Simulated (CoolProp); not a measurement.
Vapour-liquid equilibrium of ethanol (1) + hexamethyldisiloxane (MM) (2) at 98.75 °C; x and y are mole fractions of (1).

The numbers come from the multi-fluid Helmholtz-energy mixture model, Schroeder 2014 and Thol 2016; pair parameters Bell 2016 in CoolProp.

```json
[
 {"x": "0.05", "bubble pressure (MPa)": "0.1274", "y at the bubble point": "0.265", "dew pressure at overall composition x (MPa)": "0.1010", "liquid density (mol/L)": "4.336"},
 {"x": "0.15", "bubble pressure (MPa)": "0.1682", "y at the bubble point": "0.476", "dew pressure at overall composition x (MPa)": "0.1119", "liquid density (mol/L)": "4.714"},
 {"x": "0.25", "bubble pressure (MPa)": "0.1914", "y at the bubble point": "0.566", "dew pressure at overall composition x (MPa)": "0.1251", "liquid density (mol/L)": "5.168"},
 {"x": "0.35", "bubble pressure (MPa)": "0.2049", "y at the bubble point": "0.617", "dew pressure at overall composition x (MPa)": "0.1416", "liquid density (mol/L)": "5.719"},
 {"x": "0.45", "bubble pressure (MPa)": "0.2133", "y at the bubble point": "0.653", "dew pressure at overall composition x (MPa)": "0.1620", "liquid density (mol/L)": "6.396"},
 {"x": "0.55", "bubble pressure (MPa)": "0.2190", "y at the bubble point": "0.684", "dew pressure at overall composition x (MPa)": "0.1871", "liquid density (mol/L)": "7.238"},
 {"x": "0.65", "bubble pressure (MPa)": "0.2230", "y at the bubble point": "0.719", "dew pressure at overall composition x (MPa)": "0.2127", "liquid density (mol/L)": "8.303"},
 {"x": "0.75", "bubble pressure (MPa)": "0.2253", "y at the bubble point": "0.765", "dew pressure at overall composition x (MPa)": "0.2248", "liquid density (mol/L)": "9.676"},
 {"x": "0.85", "bubble pressure (MPa)": "0.2247", "y at the bubble point": "0.832", "dew pressure at overall composition x (MPa)": "0.2240", "liquid density (mol/L)": "11.49"},
 {"x": "0.95", "bubble pressure (MPa)": "0.2195", "y at the bubble point": "0.932", "dew pressure at overall composition x (MPa)": "0.2183", "liquid density (mol/L)": "13.95"}
]
```

y crosses x between x = 0.75 and 0.85: the model has an azeotrope there.

The pair parameters rest on a limited set of measurements; away from them the model extrapolates. With so large a gap from Raoult's law the liquid may split in two, which this calculation doesn't test in full.
